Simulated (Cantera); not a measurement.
# Adiabatic ignition

An adiabatic, constant-volume homogeneous reactor starts with C3H8 : O2 : N2 : CO2 = 1 : 2.78 : 30.6 : 2 (molar parts), equivalence ratio 1.8, at 1700 K and 500000 Pa.

Model: GRI-Mech 3.0 (53 species, 325 reactions), integrated in Cantera. GRI-Mech 3.0 was tuned for natural gas; its chemistry of propane as a main component is partial and can be far from experiment.

```json
[
 {"t (s)": "2.00e-6", "T (K)": "1675", "P (bar)": "4.96", "x C3H8": "0.0214", "x O2": "0.0748", "x CO2": "0.0546", "x CH2": "3.59e-6", "x HO2": "7.53e-5"},
 {"t (s)": "5.02e-6", "T (K)": "1679", "P (bar)": "5.03", "x C3H8": "0.0125", "x O2": "0.0708", "x CO2": "0.0541", "x CH2": "5.31e-6", "x HO2": "0.000128"},
 {"t (s)": "1.26e-5", "T (K)": "2021", "P (bar)": "6.39", "x C3H8": "3.24e-7", "x O2": "0.0292", "x CO2": "0.0520", "x CH2": "0.000123", "x HO2": "7.16e-5"},
 {"t (s)": "3.17e-5", "T (K)": "2412", "P (bar)": "7.74", "x C3H8": "<1e-12", "x O2": "0.000163", "x CO2": "0.0403", "x CH2": "4.50e-9", "x HO2": "1.95e-7"},
 {"t (s)": "7.96e-5", "T (K)": "2431", "P (bar)": "7.80", "x C3H8": "<1e-12", "x O2": "5.34e-5", "x CO2": "0.0403", "x CH2": "<1e-12", "x HO2": "5.29e-8"},
 {"t (s)": "0.000200", "T (K)": "2439", "P (bar)": "7.82", "x C3H8": "<1e-12", "x O2": "2.34e-5", "x CO2": "0.0403", "x CH2": "<1e-12", "x HO2": "2.01e-8"},
 {"t (s)": "0.000502", "T (K)": "2440", "P (bar)": "7.82", "x C3H8": "<1e-12", "x O2": "2.01e-5", "x CO2": "0.0403", "x CH2": "<1e-12", "x HO2": "1.70e-8"},
 {"t (s)": "0.00126", "T (K)": "2440", "P (bar)": "7.82", "x C3H8": "<1e-12", "x O2": "2.01e-5", "x CO2": "0.0403", "x CH2": "<1e-12", "x HO2": "1.69e-8"},
 {"t (s)": "0.00317", "T (K)": "2440", "P (bar)": "7.82", "x C3H8": "<1e-12", "x O2": "2.01e-5", "x CO2": "0.0403", "x CH2": "<1e-12", "x HO2": "1.69e-8"},
 {"t (s)": "0.00796", "T (K)": "2440", "P (bar)": "7.82", "x C3H8": "<1e-12", "x O2": "2.01e-5", "x CO2": "0.0403", "x CH2": "<1e-12", "x HO2": "1.69e-8"},
 {"t (s)": "0.0200", "T (K)": "2440", "P (bar)": "7.82", "x C3H8": "<1e-12", "x O2": "2.01e-5", "x CO2": "0.0403", "x CH2": "<1e-12", "x HO2": "1.69e-8"},
 {"t (s)": "0.0502", "T (K)": "2440", "P (bar)": "7.82", "x C3H8": "<1e-12", "x O2": "2.01e-5", "x CO2": "0.0403", "x CH2": "<1e-12", "x HO2": "1.69e-8"},
 {"t (s)": "0.126", "T (K)": "2440", "P (bar)": "7.82", "x C3H8": "<1e-12", "x O2": "2.01e-5", "x CO2": "0.0403", "x CH2": "<1e-12", "x HO2": "1.69e-8"},
 {"t (s)": "0.317", "T (K)": "2440", "P (bar)": "7.82", "x C3H8": "<1e-12", "x O2": "2.01e-5", "x CO2": "0.0403", "x CH2": "<1e-12", "x HO2": "1.69e-8"},
 {"t (s)": "0.796", "T (K)": "2440", "P (bar)": "7.82", "x C3H8": "<1e-12", "x O2": "2.01e-5", "x CO2": "0.0403", "x CH2": "<1e-12", "x HO2": "1.69e-8"},
 {"t (s)": "2.00", "T (K)": "2440", "P (bar)": "7.82", "x C3H8": "<1e-12", "x O2": "2.01e-5", "x CO2": "0.0403", "x CH2": "<1e-12", "x HO2": "1.69e-8"}
]
```
x: mole fraction; the columns are a selection and need not sum to one.

The time of steepest temperature rise is 13.4 µs and the temperature at 2.00 s comes out as 2440 K. The equilibrium temperature is 2440 K, the x(C3H8) at 2.00 s comes out as <1e-12 (gas-phase equilibrium <1e-12) and the x(O2) at 2.00 s comes out as 2.01e-5 (gas-phase equilibrium 2.01e-5). The x(CO2) at 2.00 s comes out as 0.0403 (gas-phase equilibrium 0.0403).
